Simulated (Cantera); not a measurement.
An adiabatic, constant-pressure homogeneous reactor starts with CH₃OH : O₂ : N₂ : H₂O = 1 : 0.75 : 2.82 : 0.52 (molar parts), equivalence ratio 2.0, at 1375 K and 12.8 atm. Integrator tolerance rtol = 1e-08.

Computed with Cantera and GRI-Mech 3.0 (53 species, 325 reactions). GRI-Mech 3.0 was tuned for natural gas; its chemistry of methanol as a main component is partial and can be far from experiment. The pressure lies above the range GRI-Mech 3.0 was tuned for (to about 10 atm).

Question: What does this change do: O2 0.75 to 0.59 parts?

Answer: 
| quantity | before | after |
|---|---|---|
| time of steepest temperature rise | 69.5 µs | 68.1 µs |
| temperature at 3.00 s | 2437 K | 2161 K |
| equilibrium temperature | 2437 K | 2161 K |
| x(CH₃OH) at 3.00 s | 5.12e-12 (gas-phase equilibrium 5.27e-12) | 1.86e-11 (gas-phase equilibrium 1.90e-11) |
| x(O₂) at 3.00 s | 7.51e-6 (gas-phase equilibrium 7.51e-6) | 1.26e-7 (gas-phase equilibrium 1.26e-7) |
| x(H₂O) at 3.00 s | 0.274 (gas-phase equilibrium 0.274) | 0.234 (gas-phase equilibrium 0.234) |
| x(C₂H₄) at 3.00 s | <1e-12 (gas-phase equilibrium <1e-12) | <1e-12 (gas-phase equilibrium <1e-12) |
| x(C₂H₂) at 3.00 s | <1e-12 (gas-phase equilibrium <1e-12) | 1.57e-12 (gas-phase equilibrium 1.74e-12) |
| x(O) at 3.00 s | 8.05e-6 (gas-phase equilibrium 8.05e-6) | 2.07e-7 (gas-phase equilibrium 2.07e-7) |
| x(NO₂) at 3.00 s | 1.89e-9 (gas-phase equilibrium 1.89e-9) | 2.52e-11 (gas-phase equilibrium 2.52e-11) |

Question: What does this change do: initial temperature 1375 to 950 K?

Answer: 
| quantity | before | after |
|---|---|---|
| time of steepest temperature rise | 69.5 µs | 0.200 s |
| temperature at 3.00 s | 2437 K | 2073 K |
| equilibrium temperature | 2437 K | 2073 K |
| x(CH₃OH) at 3.00 s | 5.12e-12 (gas-phase equilibrium 5.27e-12) | 1.26e-11 (gas-phase equilibrium 1.29e-11) |
| x(O₂) at 3.00 s | 7.51e-6 (gas-phase equilibrium 7.51e-6) | 8.51e-8 (gas-phase equilibrium 8.51e-8) |
| x(H₂O) at 3.00 s | 0.274 (gas-phase equilibrium 0.274) | 0.270 (gas-phase equilibrium 0.270) |
| x(C₂H₄) at 3.00 s | <1e-12 (gas-phase equilibrium <1e-12) | <1e-12 (gas-phase equilibrium <1e-12) |
| x(C₂H₂) at 3.00 s | <1e-12 (gas-phase equilibrium <1e-12) | <1e-12 (gas-phase equilibrium <1e-12) |
| x(O) at 3.00 s | 8.05e-6 (gas-phase equilibrium 8.05e-6) | 9.34e-8 (gas-phase equilibrium 9.34e-8) |
| x(NO₂) at 3.00 s | 1.89e-9 (gas-phase equilibrium 1.89e-9) | 1.57e-11 (gas-phase equilibrium 1.57e-11) |
Below about 1000 K GRI-Mech 3.0 lacks low-temperature oxidation paths.

Question: What does this change do: pressure from 12.8 atm to 0.424 atm?

Answer: 
```json
[
 {"quantity": "time of steepest temperature rise", "before": "69.5 µs", "after": "1.17 ms"},
 {"quantity": "temperature at 3.00 s", "before": "2437 K", "after": "2384 K"},
 {"quantity": "equilibrium temperature", "before": "2437 K", "after": "2384 K"},
 {"quantity": "x(CH₃OH) at 3.00 s", "before": "5.12e-12 (gas-phase equilibrium 5.27e-12)", "after": "<1e-12 (gas-phase equilibrium <1e-12)"},
 {"quantity": "x(O₂) at 3.00 s", "before": "7.51e-6 (gas-phase equilibrium 7.51e-6)", "after": "0.000128 (gas-phase equilibrium 0.000128)"},
 {"quantity": "x(H₂O) at 3.00 s", "before": "0.274 (gas-phase equilibrium 0.274)", "after": "0.269 (gas-phase equilibrium 0.269)"},
 {"quantity": "x(C₂H₄) at 3.00 s", "before": "<1e-12 (gas-phase equilibrium <1e-12)", "after": "<1e-12 (gas-phase equilibrium <1e-12)"},
 {"quantity": "x(C₂H₂) at 3.00 s", "before": "<1e-12 (gas-phase equilibrium <1e-12)", "after": "<1e-12 (gas-phase equilibrium <1e-12)"},
 {"quantity": "x(O) at 3.00 s", "before": "8.05e-6 (gas-phase equilibrium 8.05e-6)", "after": "0.000138 (gas-phase equilibrium 0.000138)"},
 {"quantity": "x(NO₂) at 3.00 s", "before": "1.89e-9 (gas-phase equilibrium 1.89e-9)", "after": "5.63e-9 (gas-phase equilibrium 5.63e-9)"}
]
```
